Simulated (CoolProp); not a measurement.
The numbers come from the reference Helmholtz-energy equation of state, Lemmon 2005 in CoolProp.

Q: Give the vapour pressure (kPa), enthalpy of vaporisation (kJ/kg), liquid cp (kJ/(kg K)), liquid conductivity (mW/(m K)) of saturated R125 at -43.55, -29.15, -24.35 °C.

A: 
```csv
T (°C),p (kPa),enthalpy of vaporisation (kJ/kg),liquid cp (kJ/(kg K)),liquid conductivity (mW/(m K))
-43.55,126,162,1.12,89.2
-29.15,236,153,1.16,82.6
-24.35,286,150,1.17,80.5
```

Thermal conductivity comes from a separate model (Perkins 2006).
